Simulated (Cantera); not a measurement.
Cantera run:

```python
import numpy as np
import cantera as ct

gas_names = """
    B BF BF2 BF3 BH BHF2 BH2 BH3 BO BOF BOF2 BO2 B2 B2O B2O2 B2O3 B3O3F3 B3O3H3 F FO FO2 F2 F2O H HBO
    HBO2 HF HOF HO2 H2 H2F2 H2O H2O2 H3B3O6 H3F3 H4F4 H5F5 H6F6 H7F7 O OH O2 O3
""".split()
cond_names = """
    B(b) B(L) B2O3(L) B3O3H3(cr) H2O(s) H2O(L)
""".split()


# ... load() reads the species with a 1 bar reference pressure and builds the phases ...
atoms = {
    'BF3': {'B': 1, 'F': 3},
    'H2O': {'H': 2, 'O': 1},
}
top_T = {}  # K; cautious upper limits of use, not melting points


# ... equilibrate(T, P, feed) seeds the gas with the atoms and calls Mixture.equilibrate('TP', solver="vcs", rtol=1e-11, max_steps=5000) ...
results = []
T = 1875  # K
P = 13332.2  # Pa
for m in [0.97, 1.3, 1.7, 2.3, 3.1, 4.1, 5.5, 7.3, 9.8, 13, 17]:
    feed = {'BF3': 1, 'H2O': m}  # mol
    mix = equilibrate(T, P, feed)
    results.append((T, P, feed, dict(zip(mix.species_names, mix.species_moles))))

top = {s: max(r[3][s] / sum(r[3][g] for g in gas_names) for r in results) for s in gas_names}
cols = sorted((s for s in top if top[s] > 0.0001), key=lambda s: -top[s])[:5]
seen = [c for c in cond_names if any(r[3].get(c, 0) > 1e-12 for r in results)]
print("log10 of partial pressures in bar; condensed amounts in mol")
print(f"{'n(H2O)':>10s}" + "".join(f"{s[:9]:>10s}" for s in cols + seen))
for T, P, feed, n in results:
    ng = sum(n[g] for g in gas_names)
    print(f"{feed['H2O']:10.4g}" + "".join(f"{np.log10(max(n[s] / ng * P / 1e5, 1e-99)):10.3f}" for s in cols)
          + "".join(f"{n.get(c, 0):10.4g}" for c in seen))
```

Output:

```
log10 of partial pressures in bar; condensed amounts in mol
    n(H2O)       H2O        HF       BOF       BF3      HBO2
      0.97    -2.224    -1.100    -1.421    -2.063    -2.952
       1.3    -1.875    -1.106    -1.450    -2.454    -2.626
       1.7    -1.639    -1.133    -1.510    -2.802    -2.423
       2.3    -1.451    -1.179    -1.601    -3.173    -2.281
       3.1    -1.316    -1.235    -1.713    -3.533    -2.200
       4.1    -1.220    -1.297    -1.834    -3.874    -2.163
       5.5    -1.141    -1.371    -1.977    -4.244    -2.154
       7.3    -1.083    -1.451    -2.131    -4.614    -2.170
       9.8    -1.035    -1.540    -2.305    -5.015    -2.207
        13    -1.000    -1.633    -2.484    -5.415    -2.259
        17    -0.973    -1.725    -2.665    -5.808    -2.320
```

These are equilibrium values from Cantera (NASA tables, ideal gas, pure condensed phases), not measurements of a reactor. The tables' values for BF2 are old estimates; treat these amounts as uncertain.
